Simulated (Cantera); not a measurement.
## Reactions in the system H-Ni-S

Source: NASA polynomial tables (part measured, part estimated), evaluated in Cantera. Values are per mole of reaction as written; species without (g) are pure solids or liquids, kept so even where they would boil at 1 bar.

NiS + H2(g) = H2S(g) + Ni

| T (K) | ΔH° (kJ) | ΔS° (J/K) | ΔG° (kJ) | log10 K |
|---|---|---|---|---|
| 448 | 65.0 | 45.6 | 44.6 | -5.20 |
| 473 | 64.7 | 44.8 | 43.5 | -4.80 |
| 498 | 64.3 | 44.0 | 42.4 | -4.44 |
| 523 | 63.9 | 43.3 | 41.3 | -4.12 |
| 548 | 63.6 | 42.7 | 40.2 | -3.83 |
| 573 | 63.3 | 42.1 | 39.1 | -3.57 |
| 598 | 63.0 | 41.7 | 38.1 | -3.33 |

S + 3 NiS = Ni3S4

```tsv
T (K)	ΔH° (kJ)	ΔS° (J/K)	ΔG° (kJ)	log10 K
448	-40.0	-10.8	-35.1	4.10
473	-40.2	-11.3	-34.9	3.85
498	-40.4	-11.6	-34.6	3.63
523	-40.5	-11.9	-34.3	3.42
548	-40.5	-12.0	-34.0	3.24
573	-40.5	-11.9	-33.7	3.07
598	-40.4	-11.7	-33.4	2.92
```
